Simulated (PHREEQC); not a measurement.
1.2 g of hydrous ferric oxide (600 m²/g; 0.2 weak and 0.005 strong sites per Fe, Dzombak-Morel constants, diffuse double layer) in 1 kg of water with 0.1 mol/kgw of an inert sodium salt and 0.00018 mol/kgw NiCl2, at 25 °C; the pH is set by adding NaOH or the inert anion's acid. Oxygen is held at 0.21 atm. No CO2 enters from the air. No solid was allowed to form.

Model: ion-association model, wateq4f.dat, run in PHREEQC.

```
pH    Ni sorbed (%)  surface charge σ (C/m²)  surface potential ψ (mV)
----  -------------  -----------------------  ------------------------
3               0.0                    0.363                       152
3.5             0.0                        …                       151
4               0.0                    0.321                         …
4.5               …                    0.273                         …
5               1.8                    0.215                       126
5.5             9.8                    0.160                       111
6                 …                    0.113                        94
6.5            51.7                        …                        76
7              82.1                        …                        56
7.5            96.8                    0.027                        35
8              99.6                    0.008                        11
8.5            99.9                   -0.009                       -13
9             100.0                   -0.028                       -36
9.5           100.0                   -0.052                       -59
10            100.0                   -0.084                       -79
10.5          100.0                        …                       -98
11            100.0                   -0.172                      -114
```

Question: Complete the blanks.

Answer: 
- 3.5, surface charge σ (C/m²): 0.350
- 4, surface potential ψ (mV): 146
- 4.5, Ni sorbed (%): 0.2
- 4.5, surface potential ψ (mV): 138
- 6, Ni sorbed (%): 28.1
- 6.5, surface charge σ (C/m²): 0.077
- 7, surface charge σ (C/m²): 0.049
- 10.5, surface charge σ (C/m²): -0.123

The oxide is taken as insoluble; below pH 4 it would dissolve.
